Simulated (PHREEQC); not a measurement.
Consider water at 68 °C with 49 mmol/kgw NaHCO3 and 15 mmol/kgw Na2CO3. Closed to the air; pH follows from the charge balance.

Computed with PHREEQC (Pitzer model, pitzer.dat).

Each row changes one thing in this solution. This is a speciation only: nothing precipitates in the calculation.

```csv
case,pH,ionic strength (mol/kgw),HCO3- (mol/kgw),CO3-2 (mol/kgw),CO2 (mol/kgw)
as made,9.19,0.0938,0.0492,0.0147,5.04e-5
NaHCO3 from 0.049 to 0.0735 mol/kgw,8.98,0.118,0.0735,0.0149,0.000119
temperature from 68 to 45 °C,9.26,0.0940,0.0490,0.0149,4.26e-5
diluted 5-fold with water,9.33,0.0185,0.0101,0.00265,8.55e-6
NaHCO3 from 0.049 to 0.0245 mol/kgw,9.53,0.0689,0.0251,0.0144,1.22e-5
```

Away from 25 °C the constants follow the database's enthalpies or fits; those with neither stay at their 25 °C values.
